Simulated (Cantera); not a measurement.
A diamond (100) surface in a fixed gas of H2 with x(CH4) = 0.0033, x(H) = 0.023, x(CH3) = 5.2e-05, 75.0 Torr; coverages are run to steady state.

Cantera simulation using the Harris–Goodwin 1993 mechanism for the reconstructed diamond (100) surface; the numbers are that mechanism's predictions, not measurements.

θ: site fractions in the mechanism's names (c6HH fully hydrogenated, c6H* and c6*H radical sites, c6** diradical, c6HM methylated).

```json
[
 {"T (K)": "900", "growth (µm/h)": "1.64", "θ c6HH": "0.690", "θ c6H*": "0.0109", "θ c6*H": "0.292", "θ c6**": "0.00443", "θ c6HM": "0.00191"},
 {"T (K)": "975", "growth (µm/h)": "___", "θ c6HH": "___", "θ c6H*": "___", "θ c6*H": "___", "θ c6**": "___", "θ c6HM": "___"},
 {"T (K)": "1050", "growth (µm/h)": "3.39", "θ c6HH": "0.552", "θ c6H*": "0.0234", "θ c6*H": "0.410", "θ c6**": "0.0138", "θ c6HM": "0.000999"},
 {"T (K)": "1125", "growth (µm/h)": "4.25", "θ c6HH": "0.491", "θ c6H*": "0.0310", "θ c6*H": "0.455", "θ c6**": "0.0213", "θ c6HM": "0.000715"},
 {"T (K)": "1200", "growth (µm/h)": "4.51", "θ c6HH": "0.438", "θ c6H*": "0.0389", "θ c6*H": "0.492", "θ c6**": "0.0310", "θ c6HM": "0.000457"},
 {"T (K)": "1275", "growth (µm/h)": "___", "θ c6HH": "___", "θ c6H*": "___", "θ c6*H": "0.519", "θ c6**": "___", "θ c6HM": "___"},
 {"T (K)": "1350", "growth (µm/h)": "2.60", "θ c6HH": "0.351", "θ c6H*": "0.0551", "θ c6*H": "0.538", "θ c6**": "0.0560", "θ c6HM": "8.19e-5"}
]
```

### Question
Fill in the missing entries.

### Answer

- 975, growth (µm/h): 2.46
- 975, θ c6HH: 0.619
- 975, θ c6H*: 0.0166
- 975, θ c6*H: 0.355
- 975, θ c6**: 0.00821
- 975, θ c6HM: 0.00137
- 1275, growth (µm/h): 3.70
- 1275, θ c6HH: 0.391
- 1275, θ c6H*: 0.0471
- 1275, θ c6**: 0.0426
- 1275, θ c6HM: 0.000224
